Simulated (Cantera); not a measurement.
A closed system holds: 1 mol n-butane, 0.033 mol H2O, 3.9 mol N2, held at 8800000 Pa.

Cantera equilibrium calculation (NASA polynomials, part measured and part estimated; ideal gas, pure solids and liquids). Candidate condensed phases: C, C6H6, C7H8, C8H18, H2O; 136 gas species. The ideal-gas law is rough above about 30 bar. Kinetics and transport are ignored. All values below are at 2773 K.

Base state: H2 0.503, N2 0.401, HCN 0.0588, C2H2 (acetylene) 0.0153, HNC 0.00913, H 0.00562, CO 0.00368, CH4 0.00226 (mole fractions); condensed: C(graphite).

Q: What changes in the equilibrium state with this change: H2O from 0.033 to 1.7 mol?

A: 
| species | before | after |
|---|---|---|
| H2 | 0.503 | 0.492 |
| N2 | 0.401 | 0.288 |
| CO | 0.00368 | 0.138 |
| HCN | 0.0588 | 0.0493 |
| C2H2 (acetylene) | 0.0153 | 0.0150 |
| H2O | 2.16e-6 | 7.95e-5 |
| C2N2 | 0.000136 | 9.79e-5 |
| CH3CN | 0.000119 | 9.78e-5 |
| NH3 | 0.000160 | 0.000132 |
| HNC | 0.00913 | 0.00766 |
| C(graphite), mol | 3.04 | 1.18 |
